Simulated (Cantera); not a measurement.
A freely propagating, adiabatic, planar premixed flame of H2 : O2 : N2 = 1 : 0.385 : 1.45 (molar parts), equivalence ratio 1.3, unburnt at 575 K and 0.230 bar; mixture-averaged transport, grid criteria slope 0.08 and curve 0.16, no radiation.

Model: the H2/O2 subset of GRI-Mech 3.0, which has no nitrogen chemistry, integrated in Cantera. Burning velocities carry a grid error of a few per cent, more on coarse grids.

| quantity | before | after |
|---|---|---|
| laminar burning velocity | 665 cm/s | 716 cm/s |
| thermal thickness | 3.06 mm | 2.85 mm |
| peak x(O) | 0.0111 | 0.0200 |
| peak x(H2O2) | 2.27e-6 | 2.94e-6 |
| peak x(H) | 0.106 | 0.0991 |
| peak x(OH) | 0.0152 | 0.0265 |

Q: Name the change that produced these shifts.
(A) O2 0.385 to 0.5 parts
(B) inlet temperature 575 to 723 K
(C) N2 1.45 to 1.8 parts
(D) H2 1 to 1.3 parts

A: A, O2 0.385 to 0.5 parts
